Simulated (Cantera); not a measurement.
Input (Python, Cantera) and output of one run.

```python
import numpy as np
import cantera as ct

gas_names = """
    B BH BH2 BH3 BN B2 H H2 N NH NH2 NH3 N2 N2H2 N2H4
""".split()
cond_names = """
    B(b) B(L) BN(s)
""".split()


# ... load() reads the species with a 1 bar reference pressure and builds the phases ...
atoms = {
    'B': {'B': 1},
    'NH3': {'N': 1, 'H': 3},
    'H2': {'H': 2},
}
top_T = {'BN(s)': 3200}  # K; cautious upper limits of use, not melting points


# ... equilibrate(T, P, feed) seeds the gas with the atoms and calls Mixture.equilibrate('TP', solver="vcs", rtol=1e-11, max_steps=5000) ...
results = []
T = 1575  # K
P = 100000  # Pa
for m in [0.66, 0.91, 1.3, 1.7, 2.4, 3.3, 4.6, 6.3, 8.8, 12, 17]:
    feed = {'B': 1, 'NH3': m, 'H2': 34}  # mol
    mix = equilibrate(T, P, feed)
    results.append((T, P, feed, dict(zip(mix.species_names, mix.species_moles))))

top = {s: max(r[3][s] / sum(r[3][g] for g in gas_names) for r in results) for s in gas_names}
cols = sorted((s for s in top if top[s] > 1e-05), key=lambda s: -top[s])[:6]
seen = [c for c in cond_names if any(r[3].get(c, 0) > 1e-12 for r in results)]
print("log10 of partial pressures in bar; condensed amounts in mol")
print(f"{'n(NH3)':>10s}" + "".join(f"{s[:9]:>10s}" for s in cols + seen))
for T, P, feed, n in results:
    ng = sum(n[g] for g in gas_names)
    print(f"{feed['NH3']:10.4g}" + "".join(f"{np.log10(max(n[s] / ng * P / 1e5, 1e-99)):10.3f}" for s in cols)
          + "".join(f"{n.get(c, 0):10.4g}" for c in seen))
```

Result:

```
log10 of partial pressures in bar; condensed amounts in mol
    n(NH3)        H2        N2         H       BH2       NH3      B(b)     BN(s)
      0.66    -0.000    -7.436    -4.381    -4.684    -8.020     0.339      0.66
      0.91    -0.000    -7.436    -4.381    -4.684    -8.020   0.08897      0.91
       1.3    -0.002    -2.382    -4.382    -7.213    -5.495         0         1
       1.7    -0.004    -2.023    -4.383    -7.395    -5.319         0         1
       2.4    -0.008    -1.738    -4.385    -7.541    -5.183         0         1
       3.3    -0.013    -1.543    -4.388    -7.644    -5.092         0         1
       4.6    -0.019    -1.375    -4.391    -7.733    -5.017         0         1
       6.3    -0.026    -1.241    -4.394    -7.808    -4.960         0         1
       8.8    -0.035    -1.117    -4.399    -7.878    -4.912         0         1
        12    -0.044    -1.019    -4.403    -7.936    -4.877         0         1
        17    -0.055    -0.926    -4.409    -7.994    -4.847         0         1
```

Method: chemical equilibrium by Gibbs-energy minimisation in Cantera with the NASA 1993 tables (ideal gas, pure condensed phases). Mutual solubility and eutectic melting of coexisting phases are not modelled. The tables' values for BH2 are old estimates; treat these amounts as uncertain.
